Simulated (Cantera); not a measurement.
An isothermal plug-flow reactor at 575 K and 37000 Pa (inlet), inlet velocity 0.07 m/s, active area per volume 4100 1/m; feed CO : O2 : N2 : H2O = 0.0056 : 0.062 : 0.79 : 0.02 (molar parts).

Cantera simulation using Deutschmann's 1995 Pt surface mechanism with GRI-Mech 3.0 gas chemistry; the numbers are that mechanism's predictions, not measurements. Catalytic surfaces can have several steady states; this one follows from the mechanism file's or the stated starting coverage. Mass transfer to the wall is taken as infinitely fast.

**Question.** What does this change do: N2 0.79 to 0.29 parts?

**Answer.** 
```
quantity                before    after
---------------------  -------  -------
x(CO) at z = 0.011 m   0.00266  0.00752
x(O2) at z = 0.011 m    0.0689    0.161
x(H2O) at z = 0.011 m   0.0228   0.0532
x(CO2) at z = 0.011 m  0.00374  0.00737
θ(O*) at the exit        0.997    0.996
θ(OH*) at the exit     0.00179  0.00242
```
